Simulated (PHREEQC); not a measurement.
Solution (25 °C): 7.5 mmol/kgw H2SO4 and 14 mmol/kgw CuSO4. Closed to the air; pH follows from the charge balance.

Model: ion-association model, wateq4f.dat, run in PHREEQC.

| quantity | before | after |
|---|---|---|
| pH | 2.08 | 6.46 |
| ionic strength (mol/kgw) | 0.0488 | 0.0626 |
| SO4-2 (mol/kgw) | 0.0115 | 0.0184 |
| Cu+2 (mol/kgw) | 0.00920 | 0.00424 |
| HSO4- (mol/kgw) | 0.00525 | 3.34e-7 |
| CuSO4 (mol/kgw) | 0.00480 | 0.00309 |
| SI of Chalcanthite (CuSO4:5H2O) | -1.99 | -2.18 |
| SI of Tenorite (CuO) | -5.81 | +2.58 |

### Question
What was changed between the two runs?
A. H2SO4 from 0.0075 to 0.00825 mol/kgw
B. 0.022 mol/kgw TMAH added
C. H2SO4 from 0.0075 to 0.0375 mol/kgw
D. 0.0052 mol/kgw Na2CO3 added
E. diluted 100-fold with water

### Answer
B, 0.022 mol/kgw TMAH added

Precipitation was switched off in this run. Some of these states are supersaturated (in Brochantite, Antlerite, for instance). (CH3)4N+ isn't in the database: it is added as a free cation with an ion size of 4 Å.
